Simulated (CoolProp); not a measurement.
Computed with CoolProp (reference Helmholtz-energy equation of state, Gao 2022).

### Question
Give the vapour pressure (bar), liquid density (kg/m³), vapour density (kg/m³), enthalpy of vaporisation (kJ/kg) of saturated n-perfluorobutane at 274.1, 303.9 K.

### Answer
```json
[
 {"T (K)": "274.1", "p (bar)": "1.14", "liquid density (kg/m³)": "1590", "vapour density (kg/m³)": "12.6", "enthalpy of vaporisation (kJ/kg)": "96.6"},
 {"T (K)": "303.9", "p (bar)": "3.20", "liquid density (kg/m³)": "1470", "vapour density (kg/m³)": "33.9", "enthalpy of vaporisation (kJ/kg)": "85.9"}
]
```
